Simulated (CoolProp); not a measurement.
Vapour-liquid equilibrium of R143a (1) + fluoroethane (R161) (2) at 311.4 K; x and y are mole fractions of (1).

Values from CoolProp's multi-fluid Helmholtz-energy mixture model, Lemmon and Jacobsen 2000 and Wu 2012; pair parameters Bell 2016.

```csv
x,bubble pressure (kPa),y at the bubble point,dew pressure at overall composition x (kPa),liquid density (mol/L)
0.05,1331,0.063,1326,13.95
0.125,1368,0.154,1356,13.63
0.2,1403,0.239,1387,13.31
0.275,1438,0.322,1418,13.00
0.35,1472,0.400,1450,12.70
0.425,1506,0.476,1483,12.41
0.5,1539,0.550,1516,12.12
0.575,1572,0.622,1550,…
0.65,1604,0.691,1585,…
0.725,…,0.760,1620,11.29
0.8,1670,0.827,1656,11.03
0.875,1702,0.893,1693,10.77
0.95,1735,0.957,1731,10.51
```

**Question.** What belongs in the gaps?

**Answer.** 
- 0.575, liquid density (mol/L): 11.84
- 0.65, liquid density (mol/L): 11.56
- 0.725, bubble pressure (kPa): 1637

No azeotrope shows between x = 0.05 and 0.95.

Pair parameters are fitted to limited data, so mixtures are less certain than the pure fluids.
